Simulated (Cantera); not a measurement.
A perfectly stirred reactor is fed with 56.2 % NH3, 43.8 % N2, at 18.0 Torr; it is held at 1950 K, and followed from long to short residence time.

Detailed kinetics in Cantera: the gas-phase N/H chemistry of the illustrative SiF4/NH3 mechanism in the Surface Chemkin manual (1991). Walls and surfaces, which speed up NH3 decomposition in real reactors, are not modelled.

x: mole fraction; the columns are a selection and need not sum to one.

| τ (s) | x NH3 | x N2H2 | x N2H4 | x NH2 | x H | x H2 | x N2 |
|---|---|---|---|---|---|---|---|
| 22 | 0.0332 | 1.58e-7 | 2.56e-10 | 0.000123 | 0.000661 | 0.507 | 0.459 |
| 4.7 | 0.115 | 7.23e-7 | ? | 0.000296 | 0.000388 | 0.429 | 0.456 |
| 1.0 | 0.291 | 2.41e-6 | ? | 0.000578 | 0.000182 | 0.259 | 0.449 |
| 0.22 | 0.464 | 4.57e-6 | ? | 0.000843 | 6.08e-5 | 0.0936 | 0.442 |
| 0.048 | 0.538 | 5.21e-6 | ? | 0.000995 | 1.55e-5 | 0.0219 | 0.439 |
| 0.010 | 0.558 | 3.38e-6 | ? | 0.000864 | 2.70e-6 | 0.00324 | 0.438 |
| 0.0023 | 0.561 | 5.07e-7 | ? | 0.000359 | 4.54e-7 | 0.000275 | 0.438 |
| 0.00049 | 0.562 | 1.91e-8 | 1.06e-10 | 7.95e-5 | 2.95e-7 | 4.05e-5 | 0.438 |
| 0.00011 | 0.562 | 6.94e-10 | 5.05e-12 | 1.77e-5 | 2.83e-7 | 8.71e-6 | 0.438 |

Task: Fill in the missing entries.

Result: 
- 4.7, x N2H4: 1.48e-9
- 1.0, x N2H4: 5.64e-9
- 0.22, x N2H4: 1.20e-8
- 0.048, x N2H4: 1.67e-8
- 0.010, x N2H4: 1.26e-8
- 0.0023, x N2H4: 2.17e-9
